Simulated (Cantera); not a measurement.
An isothermal plug-flow reactor at 773 K and 0.849 atm (inlet), inlet velocity 0.13 m/s, active area per volume 330 1/m; feed 0.780 % CO, 1.36 % O2, 97.9 % N2.

Model: Deutschmann's 1995 Pt surface mechanism with GRI-Mech 3.0 gas chemistry, integrated in Cantera. Catalytic surfaces can have several steady states; this one follows from the mechanism file's or the stated starting coverage. Mass transfer to the wall is taken as infinitely fast.

x: gas mole fraction; θ: surface coverage.

| z (m) | x CO | x O2 | x H2O | x CO2 | θ free Pt | θ O* | θ CO* |
|---|---|---|---|---|---|---|---|
| 0.00015 | … | 0.0124 | <1e-12 | 0.00252 | 0.188 | 0.00592 | 0.806 |
| 0.00028 | … | 0.0105 | <1e-12 | 0.00626 | 0.355 | 0.0233 | 0.622 |
| 0.00054 | … | 0.00982 | <1e-12 | 0.00772 | 0.0748 | 0.925 | 0.000138 |
| 0.001 | … | 0.00977 | <1e-12 | 0.00782 | 0.0697 | 0.930 | 1.81e-5 |
| 0.002 | … | 0.00976 | <1e-12 | 0.00783 | 0.0689 | 0.931 | 3.81e-7 |
| 0.0039 | 2.73e-10 | 0.00976 | <1e-12 | 0.00783 | 0.0689 | 0.931 | 2.70e-10 |
| 0.0075 | <1e-12 | 0.00976 | <1e-12 | 0.00783 | 0.0689 | 0.931 | <1e-12 |
| 0.015 | <1e-12 | 0.00976 | <1e-12 | 0.00783 | 0.0689 | 0.931 | <1e-12 |

Q: Fill in the missing entries.

A: 
- 0.00015, x CO: 0.00529
- 0.00028, x CO: 0.00157
- 0.00054, x CO: 0.000118
- 0.001, x CO: 1.79e-5
- 0.002, x CO: 3.85e-7
